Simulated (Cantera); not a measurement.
**Si2Cl6 + H2 (silicon epitaxy and polysilicon growth)**

Feed: 1 mol Si2Cl6, 670 mol H2, equilibrated at 1 atm.

Equilibrium computed with Cantera from the NASA thermochemical tables; the gas is ideal and each condensed phase is pure. Candidate condensed phases: Si; 19 gas species. The feed counts by its element totals alone. The tables' values for SiCl3 are old estimates; treat these amounts as uncertain. Gases not in the tables: Si2H6 and higher silanes. The numbers say what is thermodynamically allowed, not how fast it happens.

```json
[
 {"T (K)": "873", "x H2": "0.996", "x HCl": "0.00101", "x SiHCl3": "0.00149", "x SiCl4": "0.000710", "n Si(s)": "0.315", "n Si(l)": "0"},
 {"T (K)": "948", "x H2": "0.996", "x HCl": "0.00210", "x SiHCl3": "0.00128", "x SiCl4": "0.000598", "n Si(s)": "0.534", "n Si(l)": "0"},
 {"T (K)": "1023", "x H2": "0.995", "x HCl": "0.00372", "x SiHCl3": "0.000965", "x SiCl4": "0.000426", "n Si(s)": "0.861", "n Si(l)": "0"},
 {"T (K)": "1098", "x H2": "0.993", "x HCl": "0.00561", "x SiHCl3": "0.000596", "x SiCl4": "0.000231", "n Si(s)": "1.25", "n Si(l)": "0"},
 {"T (K)": "1173", "x H2": "0.992", "x HCl": "0.00716", "x SiHCl3": "0.000279", "x SiCl4": "8.65e-5", "n Si(s)": "1.57", "n Si(l)": "0"},
 {"T (K)": "1248", "x H2": "0.992", "x HCl": "0.00798", "x SiHCl3": "0.000104", "x SiCl4": "2.39e-5", "n Si(s)": "1.74", "n Si(l)": "0"},
 {"T (K)": "1323", "x H2": "0.991", "x HCl": "0.00829", "x SiHCl3": "3.67e-5", "x SiCl4": "6.05e-6", "n Si(s)": "1.81", "n Si(l)": "0"},
 {"T (K)": "1398", "x H2": "0.991", "x HCl": "0.00838", "x SiHCl3": "1.36e-5", "x SiCl4": "1.63e-6", "n Si(s)": "1.83", "n Si(l)": "0"},
 {"T (K)": "1473", "x H2": "0.991", "x HCl": "0.00841", "x SiHCl3": "5.43e-6", "x SiCl4": "4.90e-7", "n Si(s)": "1.83", "n Si(l)": "0"},
 {"T (K)": "1548", "x H2": "0.991", "x HCl": "0.00841", "x SiHCl3": "2.36e-6", "x SiCl4": "1.64e-7", "n Si(s)": "1.83", "n Si(l)": "0"},
 {"T (K)": "1623", "x H2": "0.991", "x HCl": "0.00840", "x SiHCl3": "1.10e-6", "x SiCl4": "6.04e-8", "n Si(s)": "1.82", "n Si(l)": "0"},
 {"T (K)": "1698", "x H2": "0.991", "x HCl": "0.00839", "x SiHCl3": "5.45e-7", "x SiCl4": "2.40e-8", "n Si(s)": "0", "n Si(l)": "1.81"}
]
```
x: gas mole fraction; n: condensed amount in mol.

From 873 K to 1623 K the condensed part is Si(s). At 1698 K the condensed part is Si(l). The main Si-bearing gas is SiHCl3 at 873 K and SiCl2 at 1698 K. The share of Si in condensed phases is highest at 1473 K (91.5 %) and lowest at 873 K (15.7 %).
